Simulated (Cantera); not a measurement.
A closed system holds: 1 mol Fe2O3, a varied amount of CO, 0.32 mol H2, equilibrated at 0.330 bar.

Cantera equilibrium calculation (NASA polynomials, part measured and part estimated; ideal gas, pure solids and liquids). Candidate condensed phases: C, C6H6, C7H8, C8H18, Fe, Fe(CO)5, FeO, Fe(OH)2, Fe(OH)3, Fe2O3, Fe3O4, H2O; 114 gas species. Mutual solubility and eutectic melting of coexisting phases are not modelled. The tables' stoichiometric FeO is somewhat more stable than real wüstite, so its field is too wide. FeO: taken at fixed stoichiometry. The numbers say what is thermodynamically allowed, not how fast it happens.

Stable condensed phases, one row left out:

```
T in K \ n(CO) in mol
         1.7 2.3 2.9 3.4   4 4.6 5.1 5.7 6.2 6.8 7.4 7.9 8.5
   1825    A   A   A   A   A   A   A   A   A   A   A   A   A
   1775    A   A   A   A   A   A   A   A   A   A   A   A   B
   1750    A   A   A   A   A   A   A   A   A   A   A   A   B
   1725    A   A   A   A   A   A   A   A   A   A   A   B   B
   1700    A   A   A   A   A   A   A   A   A   A   A   B   B
   1675    A   A   A   A   A   A   A   A   A   A   B   B   B
   1650    A   A   A   A   A   A   A   A   A   A   B   B   B
   1625    A   A   A   A   A   A   A   A   A   A   B   B   B
   1600    A   A   A   A   A   A   A   A   A   A   B   B   B
   1575    A   A   A   A   A   A   A   A   A   B   B   B   B
   1550    A   A   A   A   A   A   A   A   A   B   B   B   B
```

A: FeO; B: Fe + FeO.

Q: Give the row for 1800 K.

A: 1.7: FeO; 2.3: FeO; 2.9: FeO; 3.4: FeO; 4: FeO; 4.6: FeO; 5.1: FeO; 5.7: FeO; 6.2: FeO; 6.8: FeO; 7.4: FeO; 7.9: FeO; 8.5: Fe + FeO.
